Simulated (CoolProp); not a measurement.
A single-stage vapour-compression cycle with cyclopentane: evaporating at 282.15 K (dew point), condensing at 337.15 K (bubble point), superheat 8 K, subcooling 5 K, compressor efficiency 0.65, no pressure losses. Each further row changes one setting.

The numbers come from the reference Helmholtz-energy equation of state, Gedanitz 2015 in CoolProp.

| case | cooling COP | pressure ratio | discharge temperature (K) | refrigerating effect (kJ/kg) | volumetric capacity (kJ/m³) |
|---|---|---|---|---|---|
| as stated | 2.91 | 7.43 | 376.8 | 334 | 212 |
| evaporating temperature 287.15 K | (withheld) | 5.96 | 372.7 | (withheld) | 264 |
| condensing temperature 332.15 K | 3.26 | (withheld) | 370.6 | 344 | 218 |
| subcooling 10 K | (withheld) | 7.43 | 376.8 | 344 | 218 |
| superheat 18 K | (withheld) | 7.43 | 386.4 | (withheld) | 212 |
| compressor efficiency 0.55 | (withheld) | 7.43 | 389.5 | 334 | 212 |

Task: Complete the blanks.

Result: 
- evaporating temperature 287.15 K, cooling COP: 3.31
- evaporating temperature 287.15 K, refrigerating effect (kJ/kg): 339
- condensing temperature 332.15 K, pressure ratio: 6.39
- subcooling 10 K, cooling COP: 3.00
- superheat 18 K, cooling COP: 2.92
- superheat 18 K, refrigerating effect (kJ/kg): 346
- compressor efficiency 0.55, cooling COP: 2.47
